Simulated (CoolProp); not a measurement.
Water along the isobar 420 bar: density (kg/m³) from the reference equation and from simpler models built on Tc = 373.9 °C, pc = 220.6 bar, ω = 0.344; each cubic takes its own stable root.

Values from CoolProp's reference Helmholtz-energy equation of state, Wagner 2002.

| T (°C) | phase | reference | van der Waals | Redlich-Kwong | Soave-Redlich-Kwong |
|---|---|---|---|---|---|
| 325.05 | liquid | 725.2 | 373.2 | 486.7 | 503.0 |
| 329.35 | liquid | 717.4 | 370.5 | 481.1 | 496.5 |
| 333.55 | liquid | 709.6 | 367.8 | 475.6 | 489.9 |
| 337.85 | liquid | 701.3 | 365.1 | 469.9 | 483.0 |
| 342.05 | liquid | 693.0 | 362.4 | 464.2 | … |
| 346.35 | liquid | 684.2 | 359.5 | 458.3 | 468.9 |
| 350.65 | liquid | … | 356.7 | 452.2 | 461.4 |
| 354.85 | liquid | … | 353.8 | 446.2 | 454.0 |
| 359.15 | liquid | 656.2 | 350.8 | 439.9 | 446.1 |
| 363.35 | liquid | 646.3 | … | 433.6 | 438.2 |
| 367.65 | liquid | 635.8 | 344.8 | 427.1 | 429.9 |
| 371.85 | liquid | … | 341.7 | 420.5 | 421.5 |
| 376.15 | supercritical | 613.5 | 338.5 | 413.7 | 412.7 |
| 380.35 | supercritical | 601.7 | 335.3 | 406.9 | 403.8 |
| 384.65 | supercritical | 589.0 | 332.0 | 399.8 | 394.4 |
| 388.95 | supercritical | 575.6 | 328.6 | 392.5 | 384.7 |

What belongs in the gaps?


- 342.05, Soave-Redlich-Kwong: 476.1
- 350.65, reference: 675.1
- 354.85, reference: 666.0
- 363.35, van der Waals: 347.9
- 371.85, reference: 625.0
